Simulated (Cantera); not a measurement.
## Ignition delay

Mixture: CH₄ : H₂ : O₂ : N₂ = 1 : 0.22 : 3.84 : 13.8 (molar parts), equivalence ratio 0.55, at 1400000 Pa, adiabatic and at constant volume. Ignition delay is the time to a rise of 400 K.

Cantera simulation using GRI-Mech 3.0 (53 species, 325 reactions); the numbers are that mechanism's predictions, not measurements. The pressure lies above the range GRI-Mech 3.0 was tuned for (to about 10 atm).

| T0 (K) | delay (ms) |
|---|---|
| 1250 | 0.324 |
| 1325 | 0.166 |
| 1400 | 0.0916 |
| 1475 | 0.0527 |
| 1550 | 0.0313 |
| 1625 | 0.0192 |

* **apparent activation energy between 1475 and 1625 K**: 130 kJ/mol
